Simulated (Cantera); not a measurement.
Cantera run, input and output.

```python
import numpy as np
import cantera as ct

gas = ct.Solution("gri30.yaml")
gas.TPX = 1800, 5600, {'C2H6': 1, 'H2': 15}
reactor = ct.IdealGasConstPressureReactor(gas, energy="off", clone=False)
net = ct.ReactorNet([reactor])
net.rtol, net.atol = 1e-08, 1e-18
show = ['C2H6', 'H2', 'C2H2', 'C2H4', 'CH4', 'C2H']
times = np.geomspace(1e-06, 9, 12)

steps = ct.SolutionArray(gas, extra=["t"])
rows = []
print(f"{'t/s':>10s}{'T/K':>9s}{'P/Pa':>11s}" + "".join(f"{s:>11s}" for s in show))
for t in times:
    while net.time < t:
        t_next = net.step()
        steps.append(gas.state, t=t_next)
    rows.append([np.interp(t, steps.t, y) for y in (steps.T, steps.P, *steps(*show).X.T)])
    print(f"{t:10.3e}{rows[-1][0]:9.1f}{rows[-1][1]:11.4g}" + "".join(f"{x:11.3e}" for x in rows[-1][2:]))
rate = np.gradient(steps.T, steps.t)
print("integrator steps:", len(steps.t))
if steps.T.max() > steps.T[0] + 200:
    print(f"time of steepest temperature rise: {steps.t[rate.argmax()]:.4e} s")
gas.TPX = 1800, 5600, {'C2H6': 1, 'H2': 15}
gas.equilibrate("TP")
print(f"equilibrium (TP): T = {gas.T:.1f} K  " + "  ".join(f"{s} {gas[s].X[0]:.3e}" for s in show))
```

It prints:

```
       t/s      T/K       P/Pa       C2H6         H2       C2H2       C2H4        CH4        C2H
 1.000e-06   1800.0       5600  6.194e-02  9.370e-01  3.001e-11  6.810e-07  5.353e-05  7.846e-18
 4.287e-06   1800.0       5600  5.976e-02  9.349e-01  2.738e-08  9.082e-05  8.665e-04  1.154e-13
 1.838e-05   1800.0       5600  4.373e-02  9.243e-01  5.338e-05  4.462e-03  1.136e-02  1.401e-09
 7.882e-05   1800.0       5600  1.758e-03  8.925e-01  5.898e-03  1.268e-02  6.467e-02  4.629e-07
 3.379e-04   1800.0       5600  1.003e-04  8.993e-01  1.865e-02  3.637e-03  6.832e-02  7.134e-07
 1.449e-03   1800.0       5600  3.643e-05  9.051e-01  2.444e-02  9.305e-04  6.502e-02  4.326e-07
 6.212e-03   1800.0       5600  1.619e-05  9.100e-01  2.842e-02  4.138e-04  5.844e-02  3.235e-07
 2.663e-02   1800.0       5600  8.628e-06  9.191e-01  3.590e-02  2.415e-04  4.242e-02  4.120e-07
 1.142e-01   1800.0       5600  1.810e-06  9.327e-01  4.703e-02  9.786e-05  1.833e-02  5.871e-07
 4.896e-01   1800.0       5600  1.388e-07  9.403e-01  5.324e-02  6.822e-05  4.811e-03  7.148e-07
 2.099e+00   1800.0       5600  1.085e-08  9.423e-01  5.489e-02  6.742e-05  1.228e-03  7.520e-07
 9.000e+00   1800.0       5600  4.661e-09  9.426e-01  5.513e-02  6.758e-05  6.995e-04  7.568e-07
integrator steps: 1319
equilibrium (TP): T = 1800.0 K  C2H6 4.617e-09  H2 9.426e-01  C2H2 5.513e-02  C2H4 6.758e-05  CH4 6.943e-04  C2H 7.569e-07
```

Model: GRI-Mech 3.0 (53 species, 325 reactions), integrated in Cantera. GRI-Mech 3.0 stops at C3 and has no aromatics, soot or wall deposition, so with more carbon than oxygen in the feed, carbon stays in small species such as C2H2 where larger ones or solid carbon would form.
